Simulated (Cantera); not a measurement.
Charge: 1 mol Si3N4, 0.013 mol Si, 8.4 mol N2, held at 2050 °C and 3.60 bar.

Cantera equilibrium calculation (NASA polynomials, part measured and part estimated; ideal gas, pure solids and liquids). Candidate condensed phases: Si, Si3N4; 7 gas species. The tables' values for SiN are old estimates; treat these amounts as uncertain. The numbers say what is thermodynamically allowed, not how fast it happens.

What is the equilibrium state?


```
Property       Result
----------  ---------
x(N2)           1.000
x(Si)        0.000317
x(Si2N)       8.11e-5
x(SiN)        8.08e-5
x(Si2)        6.37e-6
x(Si3)        1.18e-6
n(Si(l))     3.01 mol
gas amount  10.40 mol
```
